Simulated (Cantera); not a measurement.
Input: 1 mol Si, 0.01 mol H2O, 33 mol H2, 0.44 mol O2, at 2198 K and 101000 Pa.

Cantera equilibrium calculation (NASA polynomials, part measured and part estimated; ideal gas, pure solids and liquids). Candidate condensed phases: H2O, Si, SiO2; 18 gas species. Gases not in the tables: Si2H6 and higher silanes. The numbers say what is thermodynamically allowed, not how fast it happens.

Base state: H2 0.968, SiO 0.0262, H 0.00544, Si 0.000357, SiH2 0.000286, SiH 0.000157, H2O 1.11e-5 (mole fractions); condensed: Si(l).

Problem. What changes in the equilibrium state with this change: temperature from 2198 K to 1648.15 K?

Solution. 
```
species                before    after
-------------------  --------  -------
H2                      0.968    0.994
SiO                    0.0262  0.00591
H                     0.00544  8.83e-5
Si                   0.000357  2.55e-7
SiH                  0.000157  4.70e-7
SiH2                 0.000286  8.44e-6
Si(l), mol             0.0826        0
Si(s), mol                  0    0.457
SiO2(β-quartz), mol         0    0.347
```
Mutual solubility and eutectic melting of coexisting phases are not modelled. The tables hold silica as quartz up to 1696 K and as liquid above; real silica turns to tridymite and cristobalite and melts near 1996 K.
